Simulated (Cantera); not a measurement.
Cantera run:

```python
import numpy as np
import cantera as ct

gas_names = [...]  # 123 gases of nasa_gas.yaml made of C, H, O, Si
cond_names = """
    C(gr) C6H6(L) C7H8(L) C8H18(L),n-octa H2O(s) H2O(L) Si(cr) Si(L) SiC(b) SiO2(Lqz) SiO2(hqz) SiO2(L)
""".split()


# ... load() reads the species with a 1 bar reference pressure and builds the phases ...
atoms = {
    'SiO2': {'Si': 1, 'O': 2},
    'CH4': {'C': 1, 'H': 4},
    'CO': {'C': 1, 'O': 1},
}
top_T = {'C(gr)': 4500, 'SiC(b)': 3050}  # K; cautious upper limits of use, not melting points


# ... equilibrate(T, P, feed) seeds the gas with the atoms and calls Mixture.equilibrate('TP', solver="vcs", rtol=1e-11, max_steps=5000) ...
results = []
feed = {'SiO2': 1, 'CH4': 1.6, 'CO': 0.31}  # mol
P = 18000  # Pa
for T in [1525, 1600, 1675, 1750, 1825, 1900, 1975, 2050, 2125, 2200, 2275, 2350, 2425]:
    mix = equilibrate(T, P, feed)
    results.append((T, P, feed, dict(zip(mix.species_names, mix.species_moles))))
    x = sorted(zip(gas.X, gas.species_names), reverse=True)
    print(f"T = {T:g} K  P = {P:g} Pa  gas = {mix.phase_moles(0):.4g} mol")
    print("   x: " + "  ".join(f"{s} {v:.3e}" for v, s in x if v > 0.0001))
    print("   condensed (mol): " + ("  ".join(f"{mix.phase(i).name} {mix.phase_moles(i):.4g}"
          for i in range(1, mix.n_phases) if mix.phase_moles(i) > 1e-12) or "none"))
```

Result:

```
T = 1525 K  P = 18000 Pa  gas = 3.93 mol
   x: H2 8.136e-01  CO 1.856e-01  SiO 4.033e-04  CH4 2.718e-04
   condensed (mol): C(gr) 0.9701  SiC(b) 0.2091  SiO2(hqz) 0.7893
T = 1600 K  P = 18000 Pa  gas = 4.588 mol
   x: H2 6.971e-01  CO 3.006e-01  SiO 1.993e-03  H 1.070e-04
   condensed (mol): SiC(b) 0.5302  SiO2(hqz) 0.4607
T = 1675 K  P = 18000 Pa  gas = 4.638 mol
   x: H2 6.898e-01  CO 3.001e-01  SiO 9.842e-03  H 2.273e-04
   condensed (mol): SiC(b) 0.5182  SiO2(hqz) 0.4362
T = 1750 K  P = 18000 Pa  gas = 4.848 mol
   x: H2 6.598e-01  CO 2.979e-01  SiO 4.178e-02  H 4.453e-04
   condensed (mol): SiC(b) 0.4659  SiO2(L) 0.3315
T = 1825 K  P = 18000 Pa  gas = 5.512 mol
   x: H2 5.801e-01  CO 2.921e-01  SiO 1.270e-01  H 7.906e-04
   condensed (mol): SiC(b) 0.3001
T = 1900 K  P = 18000 Pa  gas = 5.514 mol
   x: H2 5.796e-01  CO 2.920e-01  SiO 1.269e-01  H 1.424e-03
   condensed (mol): SiC(b) 0.3
T = 1975 K  P = 18000 Pa  gas = 5.517 mol
   x: H2 5.787e-01  CO 2.918e-01  SiO 1.268e-01  H 2.454e-03
   condensed (mol): SiC(b) 0.2998
T = 2050 K  P = 18000 Pa  gas = 5.522 mol
   x: H2 5.774e-01  CO 2.916e-01  SiO 1.266e-01  H 4.063e-03  Si 1.819e-04
   condensed (mol): SiC(b) 0.2992
T = 2125 K  P = 18000 Pa  gas = 5.531 mol
   x: H2 5.752e-01  CO 2.914e-01  SiO 1.263e-01  H 6.491e-03  Si 4.862e-04
   condensed (mol): SiC(b) 0.2979
T = 2200 K  P = 18000 Pa  gas = 5.545 mol
   x: H2 5.718e-01  CO 2.911e-01  SiO 1.255e-01  H 1.004e-02  Si 1.212e-03  SiH 1.721e-04  SiH2 1.009e-04
   condensed (mol): SiC(b) 0.2949
T = 2275 K  P = 18000 Pa  gas = 5.57 mol
   x: H2 5.665e-01  CO 2.908e-01  SiO 1.239e-01  H 1.506e-02  Si 2.835e-03  SiH 3.478e-04  Si2C 2.130e-04  SiH2 1.625e-04
   condensed (mol): SiC(b) 0.2881
T = 2350 K  P = 18000 Pa  gas = 5.613 mol
   x: H2 5.584e-01  CO 2.907e-01  SiO 1.209e-01  H 2.197e-02  Si 6.230e-03  SiH 6.647e-04  Si2C 5.891e-04  SiH2 2.505e-04  C2H2,acetylene 1.371e-04  Si2 1.023e-04
   condensed (mol): SiC(b) 0.2731
T = 2425 K  P = 18000 Pa  gas = 5.686 mol
   x: H2 5.460e-01  CO 2.911e-01  SiO 1.151e-01  H 3.117e-02  Si 1.285e-02  Si2C 1.506e-03  SiH 1.197e-03  SiH2 3.673e-04  Si2 2.660e-04  C2H2,acetylene 2.250e-04  SiC2 1.408e-04
   condensed (mol): SiC(b) 0.2418
```

Method: chemical equilibrium by Gibbs-energy minimisation in Cantera with the NASA 1993 tables (ideal gas, pure condensed phases). Mutual solubility and eutectic melting of coexisting phases are not modelled. The tables hold silica as quartz up to 1696 K and as liquid above; real silica turns to tridymite and cristobalite and melts near 1996 K. Gases not in the tables: Si2H6 and higher silanes.
